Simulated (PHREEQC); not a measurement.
Model water analysis in mg/L, 20 °C, pH 2.98, pe 9.4: Na 157; K 16.6; Ca 762; Mg 247; Cl 853; S(6) as SO4 2080; Zn 0.955; Al 0.787; Mn(2) 13.5.

Valence states are taken as typed.

All values are PHREEQC results (ion-association model, wateq4f.dat), not measurements.

```tsv
quantity	before	after
ionic strength (mol/kgw)	0.0839	0.0766
SO4-2 (mol/kgw)	0.0125	0.0104
Mg+2 (mol/kgw)	0.00714	0.00575
MgSO4 (mol/kgw)	0.00307	0.00445
HSO4- (mol/kgw)	0.000576	0.00107
Mn+2 (mol/kgw)	0.000180	0.000162
SI of Gypsum (CaSO4:2H2O)	+0.03	-0.03
SI of Epsomite (MgSO4:7H2O)	-2.65	-3.07
```

### Question
What was changed between the two runs?
(A) Zn from 0.955 to 0.477 mg/L
(B) temperature from 20 to 55 °C at the same typed pH
(C) Mn(2) from 13.5 to 27 mg/L

### Answer
B, temperature from 20 to 55 °C at the same typed pH

This is a speciation only: nothing precipitates in the calculation. At this temperature some constants are extrapolated from 25 °C, and those without enthalpy data are left unchanged.
